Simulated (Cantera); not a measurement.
Mixture: 11.8 % H₂, 14.0 % O₂, 52.9 % N₂, 21.3 % H₂O, equivalence ratio 0.42, at 10.0 bar, adiabatic and at constant volume. Ignition delay is the time to a rise of 400 K.

Computed with Cantera and the H2/O2 subset of GRI-Mech 3.0, which has no nitrogen chemistry. The hydrogen kinetics of GRI-Mech 3.0 are dated; newer H2 mechanisms differ, most at raised pressure. Below about 950 K walls govern HO2 and H2O2 in real vessels.

Q: Predict: delay at 900 K; delay at 1000 K; delay at 1100 K; delay at 1200 K; apparent activation energy between 1150 and 1250 K.

A: 
* **delay at 900 K**: 0.180 s
* **delay at 1000 K**: 16.5 ms
* **delay at 1100 K**: 2.35 ms
* **delay at 1200 K**: 0.429 ms
* **apparent activation energy between 1150 and 1250 K**: 200 kJ/mol
